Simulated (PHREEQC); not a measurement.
Model water analysis in mmol/kgw, 25 °C, pH 6.97, pe 11.4:

| constituent | mmol/kgw |
|---|---|
| Na | 0.0519 |
| K | 0.000126 |
| Ca | 0.0772 |
| Mg | 0.0175 |
| Cl | 0.0708 |
| S(6) | 0.0371 |
| Alkalinity (meq/kgw) | 0.101 |
| Cd | 0.000398 |
| F | 0.000496 |
| Cu(2) | 0.000494 |
| Li | 0.000501 |
| Si | 3.21e-05 |
| Br | 0.000587 |

Valence states are taken as typed.

Equilibrium calculation in PHREEQC: ion-association model, phreeqc.dat.

This is a speciation only: nothing precipitates in the calculation.

**Question.** Order these Cu species by the share of Cu that they hold, largest first: CuCO3, CuOH+, Cu+2, Cu(OH)2, CuHCO3+.

**Answer.** Cu(OH)2 (55 %), Cu+2 (33 %), CuCO3 (7.0 %), CuOH+ (2.9 %), CuHCO3+ (1.5 %)

The pH is 6.97 and the ionic strength 0.000375 mol/kgw. Species that the database lacks are ignored. SiF6-2 is the database's only silicon fluoride. The database's constant for dissolved Cu(OH)2 is higher than later reviews accept.
